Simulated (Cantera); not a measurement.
Cantera run:

```python
import numpy as np
import cantera as ct

gas_names = """
    Br Br2 H HBr H2 Si SiBr SiBr2 SiBr3 SiBr4 SiH SiHBr3 SiH2 SiH2Br2 SiH3 SiH3Br SiH4 Si2 Si3
""".split()
cond_names = """
    Br2(cr) Br2(L) Si(cr) Si(L)
""".split()


# ... load() reads the species with a 1 bar reference pressure and builds the phases ...
atoms = {
    'Si': {'Si': 1},
    'HBr': {'H': 1, 'Br': 1},
}
top_T = {}  # K; cautious upper limits of use, not melting points


# ... equilibrate(T, P, feed) seeds the gas with the atoms and calls Mixture.equilibrate('TP', solver="vcs", rtol=1e-11, max_steps=5000) ...
results = []
feed = {'Si': 1, 'HBr': 1.7}  # mol
T = 773  # K
for P in [1, 4.2, 18, 75, 320, 1300, 5600, 24000, 100000]:
    mix = equilibrate(T, P, feed)
    results.append((T, P, feed, dict(zip(mix.species_names, mix.species_moles))))

top = {s: max(r[3][s] / sum(r[3][g] for g in gas_names) for r in results) for s in gas_names}
cols = sorted((s for s in top if top[s] > 1e-06), key=lambda s: -top[s])[:7]
seen = [c for c in cond_names if any(r[3].get(c, 0) > 1e-12 for r in results)]
print("log10 of partial pressures in bar; condensed amounts in mol")
print(f"{'P/Pa':>10s}" + "".join(f"{s[:9]:>10s}" for s in cols + seen))
for T, P, feed, n in results:
    ng = sum(n[g] for g in gas_names)
    print(f"{P:10.4g}" + "".join(f"{np.log10(max(n[s] / ng * P / 1e5, 1e-99)):10.3f}" for s in cols)
          + "".join(f"{n.get(c, 0):10.4g}" for c in seen))
```

Output:

```
log10 of partial pressures in bar; condensed amounts in mol
      P/Pa        H2     SiBr4       HBr    SiHBr3     SiBr2   SiH2Br2     SiBr3    Si(cr)
         1    -5.196    -5.500    -6.360    -7.801    -7.822   -10.433    -8.348    0.5874
       4.2    -4.567    -4.871    -5.888    -7.014    -7.508    -9.489    -7.876    0.5836
        18    -3.931    -4.235    -5.411    -6.219    -7.190    -8.535    -7.399    0.5805
        75    -3.309    -3.613    -4.945    -5.442    -6.879    -7.602    -6.933    0.5781
       320    -2.677    -2.983    -4.471    -4.654    -6.564    -6.656    -6.460     0.576
      1300    -2.068    -2.375    -4.015    -3.893    -6.260    -5.742    -6.004    0.5741
      5600    -1.433    -1.744    -3.540    -3.102    -5.944    -4.792    -5.531    0.5719
   2.4e+04    -0.802    -1.117    -3.067    -2.316    -5.631    -3.847    -5.061    0.5694
     1e+05    -0.184    -0.504    -2.605    -1.548    -5.325    -2.923    -4.601     0.566
```

Cantera equilibrium calculation (NASA polynomials, part measured and part estimated; ideal gas, pure solids and liquids). The tables' values for SiBr3 are old estimates; treat these amounts as uncertain.
